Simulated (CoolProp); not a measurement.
A simple Rankine cycle with dimethyl carbonate: condensing at 329.15 K, boiler at 3.87 MPa, turbine inlet 542.4 K, turbine efficiency 0.7, pump efficiency 0.7, no recuperator. Each further row changes one setting.

Values from CoolProp's reference Helmholtz-energy equation of state, Zhou 2011.

```
case                             thermal efficiency (%)  net work (kJ/kg)  heat in (kJ/kg)  turbine exit temperature (K)  volume ratio over the turbine
-------------------------------  ----------------------  ----------------  ---------------  ----------------------------  -----------------------------
as stated                                           [?]               120              637                         415.3                            [?]
turbine inlet 562.4 K                               [?]               131              [?]                         443.3                            156
condensing temperature 321.15 K                    19.6               [?]              652                         409.8                            [?]
boiler pressure 2.71 MPa                           18.2               123              677                         439.7                           98.4
turbine efficiency 0.6                              [?]               102              637                         427.3                            185
```

Q: What belongs in the gaps?

A: 
- as stated, thermal efficiency (%): 18.8
- as stated, volume ratio over the turbine: 180
- turbine inlet 562.4 K, thermal efficiency (%): 18.9
- turbine inlet 562.4 K, heat in (kJ/kg): 690
- condensing temperature 321.15 K, net work (kJ/kg): 128
- condensing temperature 321.15 K, volume ratio over the turbine: 248
- turbine efficiency 0.6, thermal efficiency (%): 16.0
